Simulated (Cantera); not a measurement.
Source: NASA polynomial tables (part measured, part estimated), evaluated in Cantera. Values are per mole of reaction as written; species without (g) are pure solids or liquids, kept so even where they would boil at 1 bar. The tables' values for SiF2 are old estimates.

2 SiF2(g) = SiF4(g) + Si, with ΔH° = -439.2 kJ and ΔS° = -211.6 J/K at 300 K.

Question: How far is the shortcut ΔG° ≈ ΔH°(300 K) − T·ΔS°(300 K) from the full temperature-dependent value at 773, 873, 973, 1073, 1173, 1273, 1373, 1473, 1573 K?

Answer: 
```tsv
T (K)	shortcut (kJ)	full (kJ)	difference (kJ)	difference in log10 K
773	-275.7	-278.0	2.3	-0.16
873	-254.5	-257.9	3.4	-0.20
973	-233.4	-238.0	4.6	-0.25
1073	-212.2	-218.3	6.0	-0.29
1173	-191.1	-198.7	7.6	-0.34
1273	-169.9	-179.3	9.4	-0.38
1373	-148.8	-160.0	11.2	-0.43
1473	-127.6	-140.9	13.3	-0.47
1573	-106.4	-121.9	15.4	-0.51
```
The shortcut ignores the heat-capacity change of the reaction.
